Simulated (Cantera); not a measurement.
Feed: 1 mol AlN, 35 mol H2, 13 mol N2, 6.9 mol H2O, held at 1525 K and 10.0 mbar.

These are equilibrium values from Cantera (NASA tables, ideal gas, pure condensed phases), not measurements of a reactor. Candidate condensed phases: Al, AlN, Al2O3, H2O; 35 gas species. Kinetics and transport are ignored.

Base state: H2 0.659, N2 0.244, H2O 0.0975, H 0.000192 (mole fractions); condensed: Al2O3(s).

Task: What changes in the equilibrium state with this change: AlN replaced by Si3N4?

Result: 
```
species                before     after
-------------------  --------  --------
H2                      0.659     0.720
N2                      0.244     0.264
H2O                    0.0975    0.0158
SiO                         0   1.59e-5
H                    0.000192  0.000201
Al2O3(s), mol           0.500         0
SiO2(β-quartz), mol         0      3.00
```
The tables hold silica as quartz up to 1696 K and as liquid above; real silica turns to tridymite and cristobalite and melts near 1996 K. Further candidate phases: Si, SiO2, Si2N2O, Si3N4.
